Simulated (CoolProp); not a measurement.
Computed with CoolProp (reference Helmholtz-energy equation of state, Guder 2009).

For sulfur hexafluoride, give the phase and the speed of sound (m/s), viscosity (µPa s), fugacity coefficient at 315.3 K and 16.3 MPa.


- 315.3 K and 16.3 MPa: liquid; speed of sound 350, viscosity 164, fugacity coefficient 0.244

Viscosity comes from a separate model (Quiñones-Cisneros 2012).
